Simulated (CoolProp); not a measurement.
Properties of hydrogen chloride along the isotherm 222.7 K (Tc = 324.7 K, pc = 8314 kPa, ω = 0.130).

Values from CoolProp's reference Helmholtz-energy equation of state, Thol 2018.

```json
[
 {"p (kPa)": "131", "phase": "gas", "density (kg/m³)": "2.634", "Joule-Thomson coefficient (K/MPa)": "34.12", "isothermal compressibility (1/MPa)": "7.799", "expansivity (1/kK)": "4.832"},
 {"p (kPa)": "234", "phase": "gas", "density (kg/m³)": "4.788", "Joule-Thomson coefficient (K/MPa)": "33.78", "isothermal compressibility (1/MPa)": "4.447", "expansivity (1/kK)": "5.135"},
 {"p (kPa)": "416", "phase": "gas", "density (kg/m³)": "8.800", "Joule-Thomson coefficient (K/MPa)": "33.24", "isothermal compressibility (1/MPa)": "2.596", "expansivity (1/kK)": "5.766"},
 {"p (kPa)": "739", "phase": "liquid", "density (kg/m³)": "1095", "Joule-Thomson coefficient (K/MPa)": "-0.2241", "isothermal compressibility (1/MPa)": "0.001879", "expansivity (1/kK)": "2.607"},
 {"p (kPa)": "1310", "phase": "liquid", "density (kg/m³)": "1096", "Joule-Thomson coefficient (K/MPa)": "-0.2265", "isothermal compressibility (1/MPa)": "0.001859", "expansivity (1/kK)": "2.588"},
 {"p (kPa)": "2340", "phase": "liquid", "density (kg/m³)": "1098", "Joule-Thomson coefficient (K/MPa)": "-0.2306", "isothermal compressibility (1/MPa)": "0.001824", "expansivity (1/kK)": "2.556"},
 {"p (kPa)": "4160", "phase": "liquid", "density (kg/m³)": "1102", "Joule-Thomson coefficient (K/MPa)": "-0.2375", "isothermal compressibility (1/MPa)": "0.001766", "expansivity (1/kK)": "2.503"},
 {"p (kPa)": "7390", "phase": "liquid", "density (kg/m³)": "1108", "Joule-Thomson coefficient (K/MPa)": "-0.2488", "isothermal compressibility (1/MPa)": "0.001672", "expansivity (1/kK)": "2.416"},
 {"p (kPa)": "13100", "phase": "liquid", "density (kg/m³)": "1118", "Joule-Thomson coefficient (K/MPa)": "-0.2660", "isothermal compressibility (1/MPa)": "0.001532", "expansivity (1/kK)": "2.283"},
 {"p (kPa)": "23400", "phase": "liquid", "density (kg/m³)": "1134", "Joule-Thomson coefficient (K/MPa)": "-0.2907", "isothermal compressibility (1/MPa)": "0.001337", "expansivity (1/kK)": "2.091"},
 {"p (kPa)": "41600", "phase": "liquid", "density (kg/m³)": "1160", "Joule-Thomson coefficient (K/MPa)": "-0.3217", "isothermal compressibility (1/MPa)": "0.001101", "expansivity (1/kK)": "1.846"}
]
```
